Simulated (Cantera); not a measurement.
## N2O furnace oxynitridation

A perfectly stirred reactor is fed with 98.3 % N2O, 1.67 % H2O, at 0.860 bar; it is held at 1300 K, and followed from long to short residence time.

Computed with Cantera and GRI-Mech 3.0 (53 species, 325 reactions). GRI-Mech 3.0 was tuned for natural gas; its chemistry of N2O as a main component is partial and can be far from experiment. The mechanism lacks the step 2 NO + O2 → 2 NO2, which can matter for NO2 below about 1400 K. The temperature is held fixed by assumption; the heat of reaction is taken as removed at once.

```tsv
τ (s)	x N2O	x H2O	x NO	x H	x H2
18	0.0191	0.0113	0.0287	1.73e-9	1.76e-8
3.7	0.0758	0.0116	0.0444	3.82e-9	2.87e-8
0.78	0.247	0.0126	0.0502	6.52e-9	4.03e-8
0.16	0.580	0.0144	0.0324	8.29e-9	4.93e-8
0.034	0.850	0.0160	0.0112	8.68e-9	5.90e-8
0.0071	0.952	0.0165	0.00265	8.39e-9	7.93e-8
0.0015	0.976	0.0167	0.000594	6.95e-9	8.47e-8
```
x: mole fraction; the columns are a selection and need not sum to one.
